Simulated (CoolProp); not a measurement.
Isohexane along the isotherm 474.8 K: Z from the reference equation and from simpler models built on Tc = 497.7 K, pc = 3.043 MPa, ω = 0.280; each cubic takes its own stable root.

The numbers come from the reference Helmholtz-energy equation of state, Lemmon 2006 in CoolProp. It is a short technical equation, of lower accuracy than the large ones.

```json
[
 {"p (MPa)": "0.415", "phase": "gas", "reference": "0.9420"},
 {"p (MPa)": "0.83", "phase": "gas", "reference": "0.8773"},
 {"p (MPa)": "1.24", "phase": "gas", "reference": "0.8039"},
 {"p (MPa)": "1.66", "phase": "gas", "reference": "0.7132"},
 {"p (MPa)": "2.07", "phase": "gas", "reference": "0.5919"},
 {"p (MPa)": "2.49", "phase": "liquid", "reference": "0.1304"},
 {"p (MPa)": "2.9", "phase": "liquid", "reference": "0.1489"},
 {"p (MPa)": "3.32", "phase": "liquid", "reference": "0.1678"},
 {"p (MPa)": "3.73", "phase": "liquid", "reference": "0.1860"},
 {"p (MPa)": "4.15", "phase": "liquid", "reference": "0.2046"},
 {"p (MPa)": "4.56", "phase": "liquid", "reference": "0.2225"}
]
```

How far does each simpler model (van der Waals, Redlich-Kwong, Soave-Redlich-Kwong) lie from the reference over these 11 states: mean and median of the absolute difference, and the worst?


- van der Waals: mean 58.3 %, median 51.3 %, worst +328.0 % at 474.8 K and 2.49 MPa
- Redlich-Kwong: mean 13.8 %, median 18.6 %, worst +29.2 % at 474.8 K and 2.49 MPa
- Soave-Redlich-Kwong: mean 10.9 %, median 15.6 %, worst +22.1 % at 474.8 K and 2.49 MPa

At some of these states van der Waals gives the other phase, because its saturation line lies elsewhere.
